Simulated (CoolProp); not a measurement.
Carbon monoxide along the isotherm 218.3 K: density (kg/m³) from the reference equation and from simpler models built on Tc = 132.9 K, pc = 34.98 bar, ω = 0.050; each cubic takes its own stable root.

The numbers come from the reference Helmholtz-energy equation of state, Lemmon 2006 in CoolProp. It is a short technical equation, of lower accuracy than the large ones.

| p (bar) | phase | reference |
|---|---|---|
| 7.95 | gas | 12.45 |
| 15.9 | gas | 25.26 |
| 23.9 | gas | 38.51 |
| 31.8 | gas | 51.93 |
| 39.8 | supercritical | 65.84 |
| 47.7 | supercritical | 79.87 |
| 55.7 | supercritical | 94.33 |
| 63.6 | supercritical | 108.8 |
| 71.6 | supercritical | 123.7 |
| 79.5 | supercritical | 138.4 |
| 87.5 | supercritical | 153.4 |

Q: How far does each simpler model (van der Waals, Redlich-Kwong) lie from the reference over these 11 states: mean and median of the absolute difference, and the worst?

A: 
- van der Waals: mean 3.3 %, median 3.2 %, worst +6.5 % at 218.3 K and 87.5 bar
- Redlich-Kwong: mean 0.7 %, median 0.8 %, worst +1.2 % at 218.3 K and 87.5 bar
